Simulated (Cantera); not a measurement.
An isothermal, constant-pressure homogeneous reactor starts with CH₂O : O₂ : N₂ : CH₄ = 0.0026 : 0.0082 : 1 : 0.0029 (molar parts), at 1275 K and 140000 Pa.

Computed with Cantera and GRI-Mech 3.0 (53 species, 325 reactions).

x: mole fraction; the columns are a selection and need not sum to one.

```json
[
 {"t (s)": "0.000200", "x CH₂O": "0.00256", "x O₂": "0.00809", "x CH₄": "0.00286", "x HO₂": "[?]", "x C₂H₆": "1.85e-10", "x O": "4.30e-9"},
 {"t (s)": "0.000462", "x CH₂O": "0.00252", "x O₂": "0.00807", "x CH₄": "0.00286", "x HO₂": "[?]", "x C₂H₆": "1.11e-8", "x O": "2.23e-8"},
 {"t (s)": "0.00107", "x CH₂O": "0.00169", "x O₂": "0.00779", "x CH₄": "0.00277", "x HO₂": "[?]", "x C₂H₆": "1.58e-6", "x O": "4.95e-7"},
 {"t (s)": "0.00247", "x CH₂O": "0.000174", "x O₂": "0.00703", "x CH₄": "0.00224", "x HO₂": "[?]", "x C₂H₆": "4.38e-5", "x O": "8.11e-7"},
 {"t (s)": "0.00570", "x CH₂O": "4.22e-5", "x O₂": "0.00656", "x CH₄": "0.00176", "x HO₂": "[?]", "x C₂H₆": "7.67e-5", "x O": "9.51e-7"},
 {"t (s)": "0.0132", "x CH₂O": "7.33e-11", "x O₂": "0.00134", "x CH₄": "1.52e-10", "x HO₂": "[?]", "x C₂H₆": "<1e-12", "x O": "0.000140"},
 {"t (s)": "0.0304", "x CH₂O": "1.80e-12", "x O₂": "0.000135", "x CH₄": "<1e-12", "x HO₂": "[?]", "x C₂H₆": "<1e-12", "x O": "7.35e-6"},
 {"t (s)": "0.0702", "x CH₂O": "<1e-12", "x O₂": "2.87e-5", "x CH₄": "<1e-12", "x HO₂": "[?]", "x C₂H₆": "<1e-12", "x O": "1.13e-6"},
 {"t (s)": "0.162", "x CH₂O": "<1e-12", "x O₂": "5.38e-6", "x CH₄": "<1e-12", "x HO₂": "[?]", "x C₂H₆": "<1e-12", "x O": "1.66e-7"},
 {"t (s)": "0.375", "x CH₂O": "<1e-12", "x O₂": "8.38e-7", "x CH₄": "<1e-12", "x HO₂": "3.82e-10", "x C₂H₆": "<1e-12", "x O": "1.88e-8"},
 {"t (s)": "0.866", "x CH₂O": "<1e-12", "x O₂": "1.34e-7", "x CH₄": "<1e-12", "x HO₂": "5.15e-11", "x C₂H₆": "<1e-12", "x O": "1.97e-9"},
 {"t (s)": "2.00", "x CH₂O": "<1e-12", "x O₂": "2.57e-8", "x CH₄": "<1e-12", "x HO₂": "6.75e-12", "x C₂H₆": "<1e-12", "x O": "2.27e-10"}
]
```

Some entries are withheld; supply them.


- 0.000200, x HO₂: 2.05e-6
- 0.000462, x HO₂: 9.47e-6
- 0.00107, x HO₂: 5.06e-5
- 0.00247, x HO₂: 4.67e-6
- 0.00570, x HO₂: 2.09e-6
- 0.0132, x HO₂: 6.65e-7
- 0.0304, x HO₂: 6.79e-8
- 0.0702, x HO₂: 1.43e-8
- 0.162, x HO₂: 2.62e-9
